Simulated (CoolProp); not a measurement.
Computed with CoolProp (reference Helmholtz-energy equation of state, Lemmon 2005).

Give the vapour pressure (MPa), liquid density (kg/m³), surface tension (mN/m) of saturated R125 at 218.5, 225.1, 244.9 K.


```json
[
 {"T (K)": "218.5", "p (MPa)": "0.0726", "liquid density (kg/m³)": "1540", "surface tension (mN/m)": "14.6"},
 {"T (K)": "225.1", "p (MPa)": "0.102", "liquid density (kg/m³)": "1510", "surface tension (mN/m)": "13.6"},
 {"T (K)": "244.9", "p (MPa)": "0.245", "liquid density (kg/m³)": "1440", "surface tension (mN/m)": "10.8"}
]
```

Surface tension comes from a separate correlation (Mulero 2012).
